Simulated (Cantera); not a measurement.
# Equilibrium for metals in furnace atmospheres: Fe + SO₂ + H₂ + NH₃

Charge: 1 mol Fe, 0.41 mol SO₂, 82 mol H₂, 4 mol NH₃, at 1 atm.

These are equilibrium values from Cantera (NASA tables, ideal gas, pure condensed phases), not measurements of a reactor. Candidate condensed phases: Fe, FeO, Fe(OH)₂, Fe(OH)₃, FeS, FeSO₄, FeS₂, Fe₂O₃, Fe₂(SO₄)₃, Fe₃O₄, H₂O, H₂SO₄, S; 38 gas species. Mutual solubility and eutectic melting of coexisting phases are not modelled. FeS: taken at fixed stoichiometry. Rates play no part.

```json
[
 {"T (°C)": "702", "log p H₂": "-0.01", "log p N₂": "-1.65", "log p H₂O": "-2.03", "log p H₂S": "-3.05", "log p NH₃": "-4.00", "log p SH": "-8.49", "log p H": "-8.95", "log p S₂": "-10.60", "n Fe(α)": "0.668", "n FeS(s)": "0.332", "n Fe(γ)": "0"},
 {"T (°C)": "727", "log p H₂": "-0.01", "log p N₂": "-1.65", "log p H₂O": "-2.03", "log p H₂S": "-2.97", "log p NH₃": "-4.07", "log p SH": "-8.18", "log p H": "-8.65", "log p S₂": "-10.18", "n Fe(α)": "0.686", "n FeS(s)": "0.314", "n Fe(γ)": "0"},
 {"T (°C)": "752", "log p H₂": "-0.01", "log p N₂": "-1.65", "log p H₂O": "-2.03", "log p H₂S": "-2.88", "log p NH₃": "-4.14", "log p SH": "-7.89", "log p H": "-8.37", "log p S₂": "-9.79", "n Fe(α)": "0.706", "n FeS(s)": "0.294", "n Fe(γ)": "0"},
 {"T (°C)": "777", "log p H₂": "-0.01", "log p N₂": "-1.65", "log p H₂O": "-2.03", "log p H₂S": "-2.80", "log p NH₃": "-4.21", "log p SH": "-7.61", "log p H": "-8.10", "log p S₂": "-9.41", "n Fe(α)": "0.730", "n FeS(s)": "0.270", "n Fe(γ)": "0"},
 {"T (°C)": "802", "log p H₂": "-0.01", "log p N₂": "-1.65", "log p H₂O": "-2.03", "log p H₂S": "-2.73", "log p NH₃": "-4.27", "log p SH": "-7.34", "log p H": "-7.84", "log p S₂": "-9.04", "n Fe(α)": "0.757", "n FeS(s)": "0.243", "n Fe(γ)": "0"},
 {"T (°C)": "827", "log p H₂": "-0.01", "log p N₂": "-1.65", "log p H₂O": "-2.03", "log p H₂S": "-2.65", "log p NH₃": "-4.34", "log p SH": "-7.08", "log p H": "-7.59", "log p S₂": "-8.69", "n Fe(α)": "0.789", "n FeS(s)": "0.211", "n Fe(γ)": "0"},
 {"T (°C)": "852", "log p H₂": "-0.01", "log p N₂": "-1.65", "log p H₂O": "-2.03", "log p H₂S": "-2.58", "log p NH₃": "-4.39", "log p SH": "-6.84", "log p H": "-7.36", "log p S₂": "-8.36", "n Fe(α)": "0.824", "n FeS(s)": "0.176", "n Fe(γ)": "0"},
 {"T (°C)": "877", "log p H₂": "-0.01", "log p N₂": "-1.65", "log p H₂O": "-2.03", "log p H₂S": "-2.51", "log p NH₃": "-4.45", "log p SH": "-6.60", "log p H": "-7.13", "log p S₂": "-8.04", "n Fe(α)": "0.864", "n FeS(s)": "0.136", "n Fe(γ)": "0"},
 {"T (°C)": "902", "log p H₂": "-0.01", "log p N₂": "-1.65", "log p H₂O": "-2.03", "log p H₂S": "-2.45", "log p NH₃": "-4.51", "log p SH": "-6.38", "log p H": "-6.92", "log p S₂": "-7.74", "n Fe(α)": "0.908", "n FeS(s)": "0.0922", "n Fe(γ)": "0"},
 {"T (°C)": "927", "log p H₂": "-0.01", "log p N₂": "-1.65", "log p H₂O": "-2.03", "log p H₂S": "-2.38", "log p NH₃": "-4.56", "log p SH": "-6.16", "log p H": "-6.71", "log p S₂": "-7.44", "n Fe(α)": "0", "n FeS(s)": "0.0430", "n Fe(γ)": "0.957"},
 {"T (°C)": "952", "log p H₂": "-0.01", "log p N₂": "-1.65", "log p H₂O": "-2.03", "log p H₂S": "-2.34", "log p NH₃": "-4.61", "log p SH": "-5.97", "log p H": "-6.51", "log p S₂": "-7.19", "n Fe(α)": "0", "n FeS(s)": "0", "n Fe(γ)": "1.00"},
 {"T (°C)": "977", "log p H₂": "-0.01", "log p N₂": "-1.65", "log p H₂O": "-2.03", "log p H₂S": "-2.34", "log p NH₃": "-4.66", "log p SH": "-5.83", "log p H": "-6.32", "log p S₂": "-7.03", "n Fe(α)": "0", "n FeS(s)": "0", "n Fe(γ)": "1.00"},
 {"T (°C)": "1002", "log p H₂": "-0.01", "log p N₂": "-1.65", "log p H₂O": "-2.03", "log p H₂S": "-2.34", "log p NH₃": "-4.70", "log p SH": "-5.69", "log p H": "-6.14", "log p S₂": "-6.89", "n Fe(α)": "0", "n FeS(s)": "0", "n Fe(γ)": "1.00"}
]
```
log p: log10 of the partial pressure in bar; n: condensed amount in mol.

From 702 °C to 902 °C the condensed part is Fe(α) + FeS(s). At 927 °C the condensed part is Fe(γ) + FeS(s). From 952 °C to 1002 °C the condensed part is Fe(γ).
